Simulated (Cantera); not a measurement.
A Cantera script and what it prints.

```python
import numpy as np
import cantera as ct

gas_names = """
    H HI HNO HNO2 HNO3 HO2 H2 H2O H2O2 I I2 N NH NH2 NH3 NH2OH NO NO2 NO3 N2 N2H2 N2H4 N2O O OH O2 O3
""".split()
cond_names = """
    H2O(s) H2O(L) I2(cr) I2(L)
""".split()


# ... load() reads the species with a 1 bar reference pressure and builds the phases ...
atoms = {
    'HI': {'H': 1, 'I': 1},
    'H2O': {'H': 2, 'O': 1},
    'N2': {'N': 2},
}
top_T = {}  # K; cautious upper limits of use, not melting points


# ... equilibrate(T, P, feed) seeds the gas with the atoms and calls Mixture.equilibrate('TP', solver="vcs", rtol=1e-11, max_steps=5000) ...
results = []
feed = {'HI': 1, 'H2O': 8.7, 'N2': 7.3}  # mol
T = 1648  # K
for P in [10, 120, 1400, 17000, 210000, 2500000, 30000000]:
    mix = equilibrate(T, P, feed)
    results.append((T, P, feed, dict(zip(mix.species_names, mix.species_moles))))
    x = sorted(zip(gas.X, gas.species_names), reverse=True)
    print(f"T = {T:g} K  P = {P:g} Pa  gas = {mix.phase_moles(0):.4g} mol")
    print("   x: " + "  ".join(f"{s} {v:.3e}" for v, s in x if v > 1e-06))
    print("   condensed (mol): " + ("  ".join(f"{mix.phase(i).name} {mix.phase_moles(i):.4g}"
          for i in range(1, mix.n_phases) if mix.phase_moles(i) > 1e-12) or "none"))
```

Result:

```
T = 1648 K  P = 10 Pa  gas = 17.53 mol
   x: H2O 4.942e-01  N2 4.164e-01  I 5.687e-02  H2 2.914e-02  H 1.520e-03  OH 1.159e-03  O2 3.793e-04  HI 1.747e-04  NO 7.306e-05  O 4.931e-05
   condensed (mol): none
T = 1648 K  P = 120 Pa  gas = 17.5 mol
   x: H2O 4.966e-01  N2 4.171e-01  I 5.654e-02  H2 2.832e-02  HI 5.932e-04  H 4.326e-04  OH 3.409e-04  O2 3.379e-05  NO 2.182e-05  O 4.248e-06
   condensed (mol): none
T = 1648 K  P = 1400 Pa  gas = 17.48 mol
   x: H2O 4.975e-01  N2 4.175e-01  I 5.522e-02  H2 2.762e-02  HI 1.954e-03  H 1.251e-04  OH 1.012e-04  I2 9.200e-06  NO 6.565e-06  O2 3.054e-06
   condensed (mol): none
T = 1648 K  P = 17000 Pa  gas = 17.45 mol
   x: H2O 4.986e-01  N2 4.184e-01  I 5.106e-02  H2 2.563e-02  HI 6.066e-03  I2 9.553e-05  H 3.458e-05  OH 3.023e-05  NO 2.037e-06
   condensed (mol): none
T = 1648 K  P = 210000 Pa  gas = 17.35 mol
   x: H2O 5.013e-01  N2 4.207e-01  I 4.070e-02  H2 2.110e-02  HI 1.542e-02  I2 7.499e-04  OH 9.528e-06  H 8.927e-06
   condensed (mol): none
T = 1648 K  P = 2.5e+06 Pa  gas = 17.21 mol
   x: H2O 5.055e-01  N2 4.242e-01  HI 2.727e-02  I 2.441e-02  H2 1.542e-02  I2 3.211e-03  OH 3.258e-06  H 2.211e-06  NH3 1.286e-06
   condensed (mol): none
T = 1648 K  P = 3e+07 Pa  gas = 17.09 mol
   x: H2O 5.092e-01  N2 4.272e-01  HI 3.475e-02  H2 1.187e-02  I 1.023e-02  I2 6.770e-03  NH3 1.047e-05  OH 1.079e-06
   condensed (mol): none
```

Cantera equilibrium calculation (NASA polynomials, part measured and part estimated; ideal gas, pure solids and liquids). The ideal-gas law is rough above about 30 bar.
